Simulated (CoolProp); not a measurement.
Vapour-liquid equilibrium of CHF3 (R23) (1) + CH2F2 (R32) (2) at 224.3 K; x and y are mole fractions of (1).

Model: multi-fluid Helmholtz-energy mixture model, Penoncello 2003 and Tillner-Roth 1997; pair parameters Bell 2016, in CoolProp.

```csv
x,"bubble pressure, mixture model (MPa)","bubble pressure, Raoult's law (MPa)","y, mixture model","y, Raoult's law"
0.05,0.1358,0.1359,0.178,0.185
0.15,0.1744,0.1744,0.418,0.432
0.25,0.2130,0.2129,0.573,0.589
0.35,0.2514,0.2514,0.681,0.698
0.45,0.2896,0.2900,0.761,0.779
0.55,0.3277,0.3285,0.823,0.840
0.65,0.3657,0.3670,0.873,0.889
0.75,0.4038,0.4055,0.916,0.928
0.85,0.4424,0.4440,0.952,0.961
0.95,0.4817,0.4825,0.985,0.988
```

The largest gap from Raoult's law is -0.4 % in bubble pressure, at x = 0.75. No azeotrope shows between x = 0.05 and 0.95.

The pair parameters rest on a limited set of measurements; away from them the model extrapolates.
